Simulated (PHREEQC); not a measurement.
Na2CO3 is added in steps, without added water, to 1 kg of water holding 0.0085 mol AgF and 3.7e-05 mol NaNO3, at 25 °C. O2 is buffered at 0.21 atm. The system is closed to CO2. Precipitation was switched off in this run.

Base run: PHREEQC, ion-association model, wateq4f.dat. Each further column changes one thing. The table gives pH.

```tsv
Na2CO3 added (mol)	base	NaNO3 from 3.7e-05 to 7.4e-06 mol/kgw	0.00022 mol/kgw KBr added	NaNO3 left out	solids may form
0	7.42	7.42	7.42	7.42	7.42
9.25e-06	8.69	8.69	8.69	8.69	8.41
1.85e-05	8.97	8.97	8.98	8.97	8.41
2.775e-05	9.14	9.14	9.14	9.14	8.41
3.7e-05	9.25	9.25	9.26	9.25	8.41
4.625e-05	9.34	9.34	9.34	9.34	8.41
5.55e-05	9.41	9.41	9.41	9.41	8.41
6.475e-05	9.47	9.47	9.47	9.47	8.41
7.4e-05	9.52	9.52	9.52	9.52	8.42
```

In at least one series the solution becomes supersaturated in solids that the run did not let form, among them Ag2O, Ag2CO3.  Solids allowed in the column 'solids may form': Ag2O, Ag2CO3, Nahcolite, Natron.
